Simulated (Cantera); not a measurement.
An isothermal, constant-pressure homogeneous reactor starts with C2H6 : N2 = 1 : 64 (molar parts), at 1650 K and 1.00 bar. Integrator tolerance rtol = 1e-08.

Detailed kinetics in Cantera: GRI-Mech 3.0 (53 species, 325 reactions). GRI-Mech 3.0 stops at C3 and has no aromatics, soot or wall deposition, so with more carbon than oxygen in the feed, carbon stays in small species such as C2H2 where larger ones or solid carbon would form.

### Question
What does this change do: pressure from 1.00 bar to 8.25 Torr?

### Answer
| quantity | before | after |
|---|---|---|
| x(C2H6) at 10.0 s | 3.12e-9 (gas-phase equilibrium 4.31e-10) | 2.34e-9 (gas-phase equilibrium <1e-12) |
| x(C2H) at 10.0 s | 3.44e-8 (gas-phase equilibrium 5.09e-9) | 2.65e-7 (gas-phase equilibrium 4.87e-8) |
| x(H) at 10.0 s | 1.57e-5 (gas-phase equilibrium 1.58e-5) | 0.000121 (gas-phase equilibrium 0.000151) |
| x(C2H2) at 10.0 s | 0.0148 (gas-phase equilibrium 0.00220) | 0.0148 (gas-phase equilibrium 0.00221) |
| x(CH2) at 10.0 s | 7.20e-10 (gas-phase equilibrium 2.64e-10) | 5.15e-8 (gas-phase equilibrium 2.64e-10) |
| x(CH4) at 10.0 s | 0.000128 (gas-phase equilibrium 4.70e-5) | 0.000156 (gas-phase equilibrium 5.18e-7) |
| x(C2H4) at 10.0 s | 3.17e-5 (gas-phase equilibrium 4.73e-6) | 5.70e-7 (gas-phase equilibrium 5.22e-8) |
Radical loss at walls, strong at low pressure, is not modelled.

### Question
What does this change do: C2H6 1 to 2.3 parts?

### Answer
| quantity | before | after |
|---|---|---|
| x(C2H6) at 10.0 s | 3.12e-9 (gas-phase equilibrium 4.31e-10) | 2.89e-8 (gas-phase equilibrium 7.66e-9) |
| x(C2H) at 10.0 s | 3.44e-8 (gas-phase equilibrium 5.09e-9) | 5.06e-8 (gas-phase equilibrium 1.32e-8) |
| x(H) at 10.0 s | 1.57e-5 (gas-phase equilibrium 1.58e-5) | 2.31e-5 (gas-phase equilibrium 2.32e-5) |
| x(C2H2) at 10.0 s | 0.0148 (gas-phase equilibrium 0.00220) | 0.0320 (gas-phase equilibrium 0.00837) |
| x(CH2) at 10.0 s | 7.20e-10 (gas-phase equilibrium 2.64e-10) | 1.47e-9 (gas-phase equilibrium 7.56e-10) |
| x(CH4) at 10.0 s | 0.000128 (gas-phase equilibrium 4.70e-5) | 0.000564 (gas-phase equilibrium 0.000292) |
| x(C2H4) at 10.0 s | 3.17e-5 (gas-phase equilibrium 4.73e-6) | 0.000148 (gas-phase equilibrium 3.89e-5) |
